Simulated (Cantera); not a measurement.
# Transport properties of process gases

Gas mixture: N2 : N2O = 0.078 : 0.41 (molar parts), at 5.18 Torr, frozen composition.

Cantera's kinetic-theory transport with the Lennard-Jones parameters of GRI-Mech 3.0, ideal gas; thermal conductivity in the mixture-averaged form.

| T (K) | ρ (kg/m³) | cp (J/kg/K) | μ (µPa s) | λ (mW/m/K) | Pr | D (cm²/s) CH3 | D (cm²/s) CH4 | D (cm²/s) H2 |
|---|---|---|---|---|---|---|---|---|
| 400 | 0.00860 | 978.5 | 19.8 | 26.5 | 0.732 | 44.5 | 44.3 | 162 |
| 500 | 0.00688 | 1044 | 23.9 | 34.1 | 0.733 | 66.5 | 66.0 | 237 |
| 600 | 0.00573 | 1098 | 27.7 | 41.4 | 0.734 | 91.7 | 91.0 | 323 |
| 700 | 0.00491 | 1144 | 31.1 | 48.4 | 0.735 | 120 | 119 | 419 |
| 800 | 0.00430 | 1184 | 34.3 | 55.2 | 0.736 | 151 | 150 | 524 |
| 900 | 0.00382 | 1218 | 37.4 | 61.8 | 0.737 | 184 | 183 | 637 |
D: mixture-averaged diffusion coefficient of that species in the mixture.
